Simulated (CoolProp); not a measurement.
Values from CoolProp's reference Helmholtz-energy equation of state, Lemmon 2006. It is a short technical equation, of lower accuracy than the large ones.

### Question
For C3F8 (R218), give the phase and the density (kg/m³), speed of sound (m/s), Joule-Thomson coefficient (K/MPa), fugacity coefficient at -16.25 °C and 4.63 bar.

### Answer
- -16.25 °C and 4.63 bar: liquid; density 1530, speed of sound 457, Joule-Thomson coefficient -0.176, fugacity coefficient 0.472
